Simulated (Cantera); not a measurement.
An adiabatic, constant-pressure homogeneous reactor starts with CH₄ : O₂ : N₂ = 1 : 1.11 : 4.18 (molar parts), at 1400 K and 380000 Pa. Integrator tolerance rtol = 1e-08.

Computed with Cantera and GRI-Mech 3.0 (53 species, 325 reactions).

**Question.** What does this change do: pressure from 380000 Pa to 500000 Pa?

**Answer.** 
```json
[
 {"quantity": "time of steepest temperature rise", "before": "1.63 ms", "after": "1.29 ms"},
 {"quantity": "temperature at 0.800 s", "before": "2558 K", "after": "2564 K"},
 {"quantity": "equilibrium temperature", "before": "2558 K", "after": "2564 K"},
 {"quantity": "x(CH₄) at 0.800 s", "before": "6.07e-11 (gas-phase equilibrium 6.85e-11)", "after": "1.03e-10 (gas-phase equilibrium 1.17e-10)"},
 {"quantity": "x(O₂) at 0.800 s", "before": "2.16e-5 (gas-phase equilibrium 2.16e-5)", "after": "1.72e-5 (gas-phase equilibrium 1.72e-5)"},
 {"quantity": "x(H) at 0.800 s", "before": "0.00596 (gas-phase equilibrium 0.00596)", "after": "0.00532 (gas-phase equilibrium 0.00532)"},
 {"quantity": "x(C₂H₂) at 0.800 s", "before": "<1e-12 (gas-phase equilibrium <1e-12)", "after": "<1e-12 (gas-phase equilibrium <1e-12)"},
 {"quantity": "x(NO₂) at 0.800 s", "before": "3.66e-9 (gas-phase equilibrium 3.66e-9)", "after": "3.36e-9 (gas-phase equilibrium 3.36e-9)"}
]
```

**Question.** What does this change do: pressure from 380000 Pa to 670000 Pa?

**Answer.** 
```tsv
quantity	before	after
time of steepest temperature rise	1.63 ms	0.991 ms
temperature at 0.800 s	2558 K	2569 K
equilibrium temperature	2558 K	2569 K
x(CH₄) at 0.800 s	6.07e-11 (gas-phase equilibrium 6.85e-11)	1.83e-10 (gas-phase equilibrium 2.06e-10)
x(O₂) at 0.800 s	2.16e-5 (gas-phase equilibrium 2.16e-5)	1.34e-5 (gas-phase equilibrium 1.34e-5)
x(H) at 0.800 s	0.00596 (gas-phase equilibrium 0.00596)	0.00470 (gas-phase equilibrium 0.00470)
x(C₂H₂) at 0.800 s	<1e-12 (gas-phase equilibrium <1e-12)	<1e-12 (gas-phase equilibrium <1e-12)
x(NO₂) at 0.800 s	3.66e-9 (gas-phase equilibrium 3.66e-9)	3.05e-9 (gas-phase equilibrium 3.05e-9)
```

**Question.** What does this change do: CH4 1 to 1.3 parts?

**Answer.** 
```tsv
quantity	before	after
time of steepest temperature rise	1.63 ms	1.90 ms
temperature at 0.800 s	2558 K	2270 K
equilibrium temperature	2558 K	2270 K
x(CH₄) at 0.800 s	6.07e-11 (gas-phase equilibrium 6.85e-11)	2.00e-9 (gas-phase equilibrium 2.28e-9)
x(O₂) at 0.800 s	2.16e-5 (gas-phase equilibrium 2.16e-5)	1.74e-7 (gas-phase equilibrium 1.74e-7)
x(H) at 0.800 s	0.00596 (gas-phase equilibrium 0.00596)	0.00201 (gas-phase equilibrium 0.00201)
x(C₂H₂) at 0.800 s	<1e-12 (gas-phase equilibrium <1e-12)	2.18e-12 (gas-phase equilibrium 2.48e-12)
x(NO₂) at 0.800 s	3.66e-9 (gas-phase equilibrium 3.66e-9)	2.24e-11 (gas-phase equilibrium 2.24e-11)
```
